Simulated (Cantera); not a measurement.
**Thermodynamics of halide evaporation, hydrolysis and transport, feed FeCl2 + H2 + N2**

Charge: 1 mol FeCl2, 0.57 mol H2, 0.16 mol N2, equilibrated at 0.140 bar.

Equilibrium computed with Cantera from the NASA thermochemical tables; the gas is ideal and each condensed phase is pure. Candidate condensed phases: Fe, FeCl2, FeCl3, NH4Cl; 18 gas species. The numbers say what is thermodynamically allowed, not how fast it happens.

```tsv
T (K)	log p FeCl2	log p HCl	log p H2	log p N2	log p Fe2Cl4	log p Fe	n Fe(α)	n FeCl2(s)	n Fe(γ)	n Fe(δ)	n Fe(l)
950	-2.09	-1.25	-1.29	-1.65	-2.72	<-12	0.200	0.714	0	0	0
1100	-1.34	-1.24	-1.72	-1.87	-2.31	-11.90	0.340	0	0	0	0
1250	-1.27	-1.29	-1.68	-1.88	-2.97	-9.61	0	0	0.313	0	0
1400	-1.24	-1.33	-1.64	-1.89	-3.54	-7.81	0	0	0.285	0	0
1550	-1.23	-1.37	-1.60	-1.89	-4.01	-6.38	0	0	0.263	0	0
1700	-1.21	-1.40	-1.58	-1.89	-4.40	-5.20	0	0	0	0.245	0
1850	-1.21	-1.42	-1.57	-1.89	-4.73	-4.23	0	0	0	0	0.233
2000	-1.21	-1.44	-1.56	-1.89	-5.02	-3.44	0	0	0	0	0.225
2150	-1.21	-1.45	-1.57	-1.90	-5.28	-2.76	0	0	0	0	0.205
```
log p: log10 of the partial pressure in bar; n: condensed amount in mol.

At 950 K the condensed part is Fe(α) + FeCl2(s). At 1100 K the condensed part is Fe(α). From 1250 K to 1550 K the condensed part is Fe(γ). At 1700 K the condensed part is Fe(δ). From 1850 K to 2150 K the condensed part is Fe(l). The main Fe-bearing gas is FeCl2 throughout. The share of Fe in condensed phases is highest at 950 K (91.4 %) and lowest at 2150 K (20.5 %).
